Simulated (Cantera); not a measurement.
Input: 1 mol SiH₂Cl₂, 100 mol N₂, at 1000 Pa.

These are equilibrium values from Cantera (NASA tables, ideal gas, pure condensed phases), not measurements of a reactor. Candidate condensed phases: NH₄Cl, Si, Si₃N₄; 28 gas species. The tables' values for SiCl₃, SiCl are old estimates; treat these amounts as uncertain. The numbers say what is thermodynamically allowed, not how fast it happens. All values below are at 1673 K.

Base state: N₂ 0.980, HCl 0.00703, H₂ 0.00627, SiCl₂ 0.00619, H 9.01e-5, Cl 7.90e-5, SiCl₃ 5.07e-5, SiCl 1.57e-5 (mole fractions); condensed: Si₃N₄(s).

Question: What changes in the equilibrium state with this change: SiH₂Cl₂ replaced by trisilylamine?

Answer: 
```tsv
species	before	after
N₂	0.980	0.956
H₂	0.00627	0.0436
H	9.01e-5	0.000238
HCl	0.00703	0
SiCl₂	0.00619	0
Cl	7.90e-5	0
SiCl₃	5.07e-5	0
SiCl	1.57e-5	0
Si₃N₄(s), mol	0.121	1.000
```
The feed counts by its element totals alone.
